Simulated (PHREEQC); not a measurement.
Consider water at 80 °C with 0.1 mol/kgw HF, 0.0094 mol/kgw NH4F, 4.3e-07 mol/kgw H4SiO4 and 0.043 mol/kgw H3PO4. Closed to the air; pH follows from the charge balance.

Equilibrium calculation in PHREEQC: ion-association model, phreeqc.dat.

```tsv
quantity	before	after
pH	2.06	2.42
ionic strength (mol/kgw)	0.0193	0.00600
H3PO4 (mol/kgw)	0.0283	0.00404
H2PO4- (mol/kgw)	0.0147	0.00456
F- (mol/kgw)	0.00315	0.00133
SI of Quartz (SiO2)	-7.99	-5.08
```

Problem. What was changed between the two runs?
A. temperature from 80 to 60 °C
B. HF from 0.1 to 0.5 mol/kgw
C. HF from 0.1 to 0.11 mol/kgw
D. diluted 5-fold with water
E. temperature from 80 to 45 °C

Solution. D, diluted 5-fold with water

No solid was allowed to form. Away from 25 °C the constants follow the database's enthalpies or fits; those with neither stay at their 25 °C values. SiF6-2 is the database's only silicon fluoride.
